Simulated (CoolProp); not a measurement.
Model: reference Helmholtz-energy equation of state, Akasaka 2019, in CoolProp.

For R1234ze(Z), give the phase and the cp (kJ/(kg K)), Joule-Thomson coefficient (K/MPa), isothermal compressibility (1/MPa) at 161.15 °C and 196 bar.


- 161.15 °C and 196 bar: supercritical; cp 1.49, Joule-Thomson coefficient 0.144, isothermal compressibility 0.00844
